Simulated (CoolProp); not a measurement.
n-pentane at several states: density (kg/m³) from the reference equation and from simpler models built on Tc = 469.7 K, pc = 33.68 bar, ω = 0.251; each cubic takes its own stable root.

The numbers come from the reference Helmholtz-energy equation of state, Thol 2019 in CoolProp.

| T (K) | p (bar) | phase | reference |
|---|---|---|---|
| 209.4 | 0.264 | liquid | 704.1 |
| 414.1 | 0.242 | gas | 0.5090 |
| 224.1 | 0.136 | liquid | 690.9 |
| 546.8 | 7.13 | gas | 11.83 |

Q: How far does each simpler model (Redlich-Kwong, Soave-Redlich-Kwong, Peng-Robinson) lie from the reference over these 4 states: mean and median of the absolute difference, and the worst?

A: 
- Redlich-Kwong: mean 5.7 %, median 5.7 %, worst -11.2 % at 209.4 K and 0.264 bar
- Soave-Redlich-Kwong: mean 4.9 %, median 4.8 %, worst -9.9 % at 209.4 K and 0.264 bar
- Peng-Robinson: mean 0.9 %, median 0.9 %, worst +1.7 % at 224.1 K and 0.136 bar
